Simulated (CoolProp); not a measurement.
Computed with CoolProp (reference Helmholtz-energy equation of state, Setzmann 1991).

### Question
For methane, give the phase and the cp (kJ/(kg K)), conductivity (mW/(m K)) at -148.05 °C and 0.069 MPa; -148.05 °C and 0.123 MPa.

### Answer
- -148.05 °C and 0.069 MPa: gas; cp 2.13, conductivity 12.9
- -148.05 °C and 0.123 MPa: gas; cp 2.18, conductivity 13.0

Thermal conductivity comes from a separate model (Friend 1989).
